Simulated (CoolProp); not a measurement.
Saturation properties of CH3F (R41).

Values from CoolProp's reference Helmholtz-energy equation of state, Lemmon 2006. It is a short technical equation, of lower accuracy than the large ones.

| T (K) | p (MPa) | liquid density (kg/m³) | vapour density (kg/m³) | liquid cp (kJ/(kg K)) | surface tension (mN/m) |
|---|---|---|---|---|---|
| 144.4 | [?] | 979.3 | 0.05830 | 2.086 | 23.8 |
| 150.8 | 0.003967 | [?] | 0.1083 | 2.075 | 22.7 |
| 157.2 | 0.007228 | 955.4 | 0.1898 | 2.067 | 21.6 |
| 163.6 | 0.01249 | 943.3 | 0.3163 | 2.061 | [?] |
| 170 | 0.02061 | 930.9 | 0.5043 | 2.058 | 19.5 |
| 176.4 | 0.03263 | [?] | 0.7737 | 2.058 | 18.4 |
| 182.8 | 0.04983 | 905.7 | 1.148 | 2.060 | 17.4 |
| 189.2 | 0.07369 | [?] | [?] | 2.065 | 16.4 |
| 195.6 | 0.1059 | 879.5 | [?] | 2.073 | 15.4 |
| 202 | 0.1484 | 865.9 | 3.178 | 2.084 | 14.4 |
| 208.4 | 0.2031 | 852.0 | 4.269 | [?] | 13.4 |
| 214.8 | 0.2725 | 837.8 | 5.634 | 2.117 | 12.4 |
| 221.2 | 0.3588 | 823.1 | 7.321 | 2.139 | 11.5 |
| 227.7 | 0.4664 | 807.7 | 9.418 | 2.167 | 10.5 |

Question: What belongs in the gaps?

Answer: 
- 144.4, p (MPa): 0.002049
- 150.8, liquid density (kg/m³): 967.4
- 163.6, surface tension (mN/m): 20.5
- 176.4, liquid density (kg/m³): 918.4
- 189.2, liquid density (kg/m³): 892.7
- 189.2, vapour density (kg/m³): 1.652
- 195.6, vapour density (kg/m³): 2.318
- 208.4, liquid cp (kJ/(kg K)): 2.098

It boils at 194.8 K under 1 atm.

Surface tension comes from a separate correlation (Mulero 2012).
